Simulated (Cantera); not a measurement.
Input: 1 mol FeS, 0.51 mol O2, 2 mol CO2, held at 0.0650 bar.

Equilibrium computed with Cantera from the NASA thermochemical tables; the gas is ideal and each condensed phase is pure. Candidate condensed phases: C, Fe, Fe(CO)5, FeO, FeS, FeSO4, FeS2, Fe2O3, Fe2(SO4)3, Fe3O4, S; 25 gas species. The tables' stoichiometric FeO is somewhat more stable than real wüstite, so its field is too wide. FeO: taken at fixed stoichiometry. Kinetics and transport are ignored. All values below are at 1673 K.

Base state: CO2 0.415, CO 0.317, SO2 0.157, S2 0.0973, SO 0.0103, S2O 0.00168, COS 0.00148, S 0.000302 (mole fractions); condensed: FeO(l).

Task: What changes in the equilibrium state with this change: FeS replaced by MgO?

Result: 
```json
[
 {"species": "CO2", "before": "0.415", "after": "0.796"},
 {"species": "O2", "before": "6.58e-8", "after": "0.203"},
 {"species": "CO", "before": "0.317", "after": "0.000346"},
 {"species": "SO2", "before": "0.157", "after": "0"},
 {"species": "S2", "before": "0.0973", "after": "0"},
 {"species": "SO", "before": "0.0103", "after": "0"},
 {"species": "S2O", "before": "0.00168", "after": "0"},
 {"species": "COS", "before": "0.00148", "after": "0"},
 {"species": "S", "before": "0.000302", "after": "0"},
 {"species": "FeO(l), mol", "before": "1.000", "after": "0"},
 {"species": "MgO(s), mol", "before": "0", "after": "1.00"}
]
```
Further candidate phases: Mg, MgCO3, MgO.
